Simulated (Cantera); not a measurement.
Cu₂O + H₂ (hydrogen reduction and annealing atmospheres)

Charge: 1 mol Cu₂O, 2300 mol H₂, at 798 K and 0.150 bar.

These are equilibrium values from Cantera (NASA tables, ideal gas, pure condensed phases), not measurements of a reactor. Candidate condensed phases: Cu, CuO, Cu(OH)₂, Cu₂O, H₂O; 12 gas species. Equilibrium is a limit: real reactors are often held back by kinetics, nucleation or transport.

- x(H₂) = 1.000
- x(H₂O) = 0.000435
- n(Cu(s)) = 2.00 mol
- gas amount = 2300 mol
- log10 activity of Cu(OH)₂(s) (absent) = -18.04
